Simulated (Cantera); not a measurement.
Hydrocarbon pyrolysis for carbon deposition

An isothermal, constant-pressure homogeneous reactor starts with C2H6 : H2 = 1 : 12 (molar parts), at 1998 K and 0.00870 bar.

Detailed kinetics in Cantera: GRI-Mech 3.0 (53 species, 325 reactions). GRI-Mech 3.0 stops at C3 and has no aromatics, soot or wall deposition, so with more carbon than oxygen in the feed, carbon stays in small species such as C2H2 where larger ones or solid carbon would form. Radical loss at walls, strong at low pressure, is not modelled.

| t (s) | x C2H6 | x H2 | x H | x CH2 | x CH4 | x CH3 |
|---|---|---|---|---|---|---|
| 5.00e-5 | 0.0268 | 0.878 | 0.0108 | 0.000131 | 0.0294 | 0.0437 |
| 0.000125 | 0.00144 | 0.849 | 0.0220 | 0.000212 | 0.0686 | 0.0426 |
| 0.000313 | 8.13e-5 | 0.859 | 0.0187 | 0.000161 | 0.0709 | 0.0300 |
| 0.000783 | 5.06e-5 | 0.873 | 0.0136 | 0.000104 | 0.0652 | 0.0195 |
| 0.00196 | 2.66e-5 | 0.886 | 0.00949 | 6.03e-5 | 0.0563 | 0.0117 |
| 0.00490 | 1.25e-5 | 0.897 | 0.00697 | 3.42e-5 | 0.0453 | 0.00684 |
| 0.0122 | 5.48e-6 | 0.907 | 0.00601 | 2.21e-5 | 0.0328 | 0.00424 |
| 0.0306 | 1.94e-6 | 0.915 | 0.00631 | 1.62e-5 | 0.0190 | 0.00257 |
| 0.0766 | 3.82e-7 | 0.921 | 0.00760 | 1.09e-5 | 0.00765 | 0.00124 |
| 0.192 | 3.46e-8 | 0.922 | 0.0100 | 5.62e-6 | 0.00200 | 0.000430 |
| 0.479 | 1.80e-9 | 0.920 | 0.0134 | 2.12e-6 | 0.000401 | 0.000115 |
| 1.20 | 1.06e-10 | 0.918 | 0.0160 | 6.88e-7 | 8.92e-5 | 3.07e-5 |
| 3.00 | 1.96e-11 | 0.917 | 0.0166 | 3.00e-7 | 3.60e-5 | 1.28e-5 |
x: mole fraction; the columns are a selection and need not sum to one.

Equilibrium at this temperature and pressure: C2H6 1.45e-11, H2 0.917, H 0.0166, CH2 2.53e-7, CH4 3.03e-5, CH3 1.08e-5 (gas phase only).
